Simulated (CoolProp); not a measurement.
Vapour-liquid equilibrium of 1-butene (1) + n-butane (2) at 300 kPa; x and y are mole fractions of (1).

Computed with CoolProp (multi-fluid Helmholtz-energy mixture model, Lemmon 2005 and Bücker 2006; pair parameters Bell 2016).

**Question.** Give the bubble temperature and the first vapour's composition at x = 0.2, 0.65, 0.8. Is there an azeotrope?

**Answer.** x = 0.2: 30.4 °C, y = 0.233; x = 0.65: 27.2 °C, y = 0.689; x = 0.8: 26.3 °C, y = 0.824. No azeotrope shows between x = 0.05 and 0.95.

Pair parameters are fitted to limited data, so mixtures are less certain than the pure fluids.
